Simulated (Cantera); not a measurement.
Input: 1 mol Zr, 0.18 mol O₂, 72 mol H₂, at 1998 K and 1.70e-5 bar.

Method: chemical equilibrium by Gibbs-energy minimisation in Cantera with the NASA 1993 tables (ideal gas, pure condensed phases). Candidate condensed phases: H₂O, Zr, ZrO₂; 12 gas species. Mutual solubility and eutectic melting of coexisting phases are not modelled. Condensed phases not in the tables: N, O or C dissolved in the metal. Kinetics and transport are ignored.

Base state: H₂ 0.677, H 0.320, ZrO 0.00294, Zr 0.000139 (mole fractions); condensed: Zr(β) + ZrO₂(tetragonal).

Q: What changes in the equilibrium state with this change: pressure from 1.70e-5 bar to 0.00133 bar?

A: 
```
species                  before    after
---------------------  --------  -------
H₂                        0.677    0.957
H                         0.320   0.0430
ZrO                     0.00294  3.74e-5
Zr                     0.000139  1.78e-6
Zr(β), mol                0.682    0.819
ZrO₂(tetragonal), mol    0.0535    0.179
```
